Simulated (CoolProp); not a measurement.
Properties of propylene along the isobar 5.4 MPa (Tc = 364.2 K, pc = 4.555 MPa, ω = 0.146).

Computed with CoolProp (reference Helmholtz-energy equation of state, Lemmon 2013).

```json
[
 {"T (K)": "237.5", "phase": "liquid", "Z": "0.1913", "cv (kJ/(kg K))": "1.393", "speed of sound (m/s)": "1154", "Joule-Thomson coefficient (K/MPa)": "-0.3923", "isothermal compressibility (1/MPa)": "0.001977", "Prandtl number": "2.78"},
 {"T (K)": "251.7", "phase": "liquid", "Z": "0.1859", "cv (kJ/(kg K))": "1.422", "speed of sound (m/s)": "1067", "Joule-Thomson coefficient (K/MPa)": "-0.3440", "isothermal compressibility (1/MPa)": "0.002397", "Prandtl number": "2.58"},
 {"T (K)": "265.9", "phase": "liquid", "Z": "…", "cv (kJ/(kg K))": "1.455", "speed of sound (m/s)": "979.6", "Joule-Thomson coefficient (K/MPa)": "-0.2838", "isothermal compressibility (1/MPa)": "0.002956", "Prandtl number": "2.44"},
 {"T (K)": "280", "phase": "liquid", "Z": "0.1787", "cv (kJ/(kg K))": "1.492", "speed of sound (m/s)": "892.8", "Joule-Thomson coefficient (K/MPa)": "-0.2083", "isothermal compressibility (1/MPa)": "0.003720", "Prandtl number": "2.33"},
 {"T (K)": "294.2", "phase": "liquid", "Z": "0.1768", "cv (kJ/(kg K))": "1.533", "speed of sound (m/s)": "804.6", "Joule-Thomson coefficient (K/MPa)": "-0.1088", "isothermal compressibility (1/MPa)": "0.004826", "Prandtl number": "2.26"},
 {"T (K)": "308.4", "phase": "liquid", "Z": "0.1763", "cv (kJ/(kg K))": "1.577", "speed of sound (m/s)": "714.7", "Joule-Thomson coefficient (K/MPa)": "0.02752", "isothermal compressibility (1/MPa)": "0.006522", "Prandtl number": "…"},
 {"T (K)": "322.6", "phase": "liquid", "Z": "0.1776", "cv (kJ/(kg K))": "1.625", "speed of sound (m/s)": "621.5", "Joule-Thomson coefficient (K/MPa)": "0.2276", "isothermal compressibility (1/MPa)": "0.009369", "Prandtl number": "2.21"},
 {"T (K)": "336.8", "phase": "liquid", "Z": "0.1815", "cv (kJ/(kg K))": "1.679", "speed of sound (m/s)": "522.5", "Joule-Thomson coefficient (K/MPa)": "0.5547", "isothermal compressibility (1/MPa)": "0.01491", "Prandtl number": "2.25"},
 {"T (K)": "351", "phase": "liquid", "Z": "0.1905", "cv (kJ/(kg K))": "1.746", "speed of sound (m/s)": "412.3", "Joule-Thomson coefficient (K/MPa)": "1.199", "isothermal compressibility (1/MPa)": "0.02911", "Prandtl number": "2.38"},
 {"T (K)": "365.1", "phase": "supercritical", "Z": "0.2151", "cv (kJ/(kg K))": "1.855", "speed of sound (m/s)": "277.0", "Joule-Thomson coefficient (K/MPa)": "3.141", "isothermal compressibility (1/MPa)": "0.1051", "Prandtl number": "3.01"},
 {"T (K)": "379.3", "phase": "supercritical", "Z": "0.4401", "cv (kJ/(kg K))": "1.973", "speed of sound (m/s)": "178.5", "Joule-Thomson coefficient (K/MPa)": "11.95", "isothermal compressibility (1/MPa)": "0.7027", "Prandtl number": "2.64"},
 {"T (K)": "393.5", "phase": "supercritical", "Z": "0.5819", "cv (kJ/(kg K))": "1.893", "speed of sound (m/s)": "205.9", "Joule-Thomson coefficient (K/MPa)": "10.50", "isothermal compressibility (1/MPa)": "0.3777", "Prandtl number": "1.37"},
 {"T (K)": "407.7", "phase": "supercritical", "Z": "0.6581", "cv (kJ/(kg K))": "…", "speed of sound (m/s)": "225.3", "Joule-Thomson coefficient (K/MPa)": "8.928", "isothermal compressibility (1/MPa)": "0.3045", "Prandtl number": "1.13"},
 {"T (K)": "421.9", "phase": "supercritical", "Z": "0.7112", "cv (kJ/(kg K))": "1.906", "speed of sound (m/s)": "240.7", "Joule-Thomson coefficient (K/MPa)": "7.718", "isothermal compressibility (1/MPa)": "0.2707", "Prandtl number": "1.03"}
]
```

Complete the blanks.


- 265.9, Z: 0.1817
- 308.4, Prandtl number: 2.22
- 407.7, cv (kJ/(kg K)): 1.889

Viscosity comes from a separate model (Huber 2003), an estimate that may be off by 10 % or more. Thermal conductivity comes from a separate model (Huber 2003), an estimate that may be off by 10 % or more.
